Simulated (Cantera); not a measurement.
Input: 1 mol toluene, 4.2 mol H₂, 3.3 mol H₂O, held at 270 Pa.

Method: chemical equilibrium by Gibbs-energy minimisation in Cantera with the NASA 1993 tables (ideal gas, pure condensed phases). Candidate condensed phases: C, C₆H₆, C₇H₈, C₈H₁₈, H₂O; 110 gas species. Rates play no part. All values below are at 2648 K.

Base state: H 0.506, H₂ 0.319, CO 0.166, C₂H₂ (acetylene) 0.00621, C₃ 0.00161, C₂H 0.000950, C 0.000420, C₂ 0.000153 (mole fractions); condensed: C(graphite).

Problem. What changes in the equilibrium state with this change: H₂O from 3.3 to 0.035 mol?

Solution. 
```json
[
 {"species": "H", "before": "0.506", "after": "0.574"},
 {"species": "H₂", "before": "0.319", "after": "0.411"},
 {"species": "C₂H₂ (acetylene)", "before": "0.00621", "after": "0.00802"},
 {"species": "CO", "before": "0.166", "after": "0.00301"},
 {"species": "C₂H₂ (vinylidene)", "before": "7.76e-6", "after": "1.00e-5"},
 {"species": "C₄H₂", "before": "5.02e-5", "after": "6.48e-5"},
 {"species": "C₂H", "before": "0.000950", "after": "0.00108"},
 {"species": "CH", "before": "1.07e-5", "after": "1.22e-5"},
 {"species": "C(graphite), mol", "before": "3.30", "after": "6.68"}
]
```

Problem. What changes in the equilibrium state with this change: pressure from 270 Pa to 100000 Pa?

Solution. 
```json
[
 {"species": "H₂", "before": "0.319", "after": "0.727"},
 {"species": "CO", "before": "0.166", "after": "0.219"},
 {"species": "H", "before": "0.506", "after": "0.0397"},
 {"species": "C₂H₂ (acetylene)", "before": "0.00621", "after": "0.0142"},
 {"species": "CH₄", "before": "3.30e-8", "after": "6.34e-5"},
 {"species": "C₂", "before": "0.000153", "after": "4.13e-7"},
 {"species": "C", "before": "0.000420", "after": "1.14e-6"},
 {"species": "C₃", "before": "0.00161", "after": "4.35e-6"},
 {"species": "CH₃", "before": "9.06e-7", "after": "6.00e-5"},
 {"species": "C(graphite), mol", "before": "3.30", "after": "3.26"}
]
```
